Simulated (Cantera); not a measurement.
Input: 1 mol CuO, 1.8 mol CO, a varied amount of H2, equilibrated at 1675 °C and 1.50 mbar.

Method: chemical equilibrium by Gibbs-energy minimisation in Cantera with the NASA 1993 tables (ideal gas, pure condensed phases). Candidate condensed phases: C, C6H6, C7H8, C8H18, Cu, CuO, Cu(OH)2, Cu2O, H2O; 113 gas species. Kinetics and transport are ignored.

x: gas mole fraction; nothing condenses.

```json
[
 {"n(H2) (mol)": "0.66", "x H2": "0.0618", "x CO": "0.356", "x Cu": "0.287", "x CO2": "0.162", "x H2O": "0.124", "x H": "0.00726"},
 {"n(H2) (mol)": "1.1", "x H2": "0.122", "x CO": "0.358", "x Cu": "0.255", "x CO2": "0.101", "x H2O": "0.152", "x H": "0.0102"},
 {"n(H2) (mol)": "1.5", "x H2": "0.180", "x CO": "0.346", "x Cu": "0.231", "x CO2": "0.0700", "x H2O": "0.160", "x H": "0.0124"},
 {"n(H2) (mol)": "1.9", "x H2": "0.234", "x CO": "0.329", "x Cu": "0.211", "x CO2": "0.0509", "x H2O": "0.159", "x H": "0.0141"},
 {"n(H2) (mol)": "2.4", "x H2": "0.296", "x CO": "0.307", "x Cu": "0.191", "x CO2": "0.0363", "x H2O": "0.154", "x H": "0.0159"},
 {"n(H2) (mol)": "2.8", "x H2": "___", "x CO": "0.290", "x Cu": "0.177", "x CO2": "___", "x H2O": "0.148", "x H": "0.0170"},
 {"n(H2) (mol)": "3.2", "x H2": "___", "x CO": "0.274", "x Cu": "0.165", "x CO2": "___", "x H2O": "0.141", "x H": "0.0180"},
 {"n(H2) (mol)": "3.6", "x H2": "0.413", "x CO": "0.259", "x Cu": "0.155", "x CO2": "0.0193", "x H2O": "0.135", "x H": "0.0188"},
 {"n(H2) (mol)": "4.1", "x H2": "0.451", "x CO": "0.243", "x Cu": "0.143", "x CO2": "0.0156", "x H2O": "0.127", "x H": "0.0196"},
 {"n(H2) (mol)": "4.5", "x H2": "0.478", "x CO": "0.231", "x Cu": "0.136", "x CO2": "0.0134", "x H2O": "0.122", "x H": "0.0202"},
 {"n(H2) (mol)": "4.9", "x H2": "0.503", "x CO": "0.220", "x Cu": "0.128", "x CO2": "0.0116", "x H2O": "0.116", "x H": "0.0207"},
 {"n(H2) (mol)": "5.3", "x H2": "0.525", "x CO": "0.210", "x Cu": "0.122", "x CO2": "0.0101", "x H2O": "0.112", "x H": "0.0212"},
 {"n(H2) (mol)": "5.7", "x H2": "0.545", "x CO": "0.200", "x Cu": "0.116", "x CO2": "0.00896", "x H2O": "0.107", "x H": "0.0216"}
]
```

Q: Fill in the missing entries.

A: 
- 2.8, x H2: 0.339
- 2.8, x CO2: 0.0287
- 3.2, x H2: 0.378
- 3.2, x CO2: 0.0233
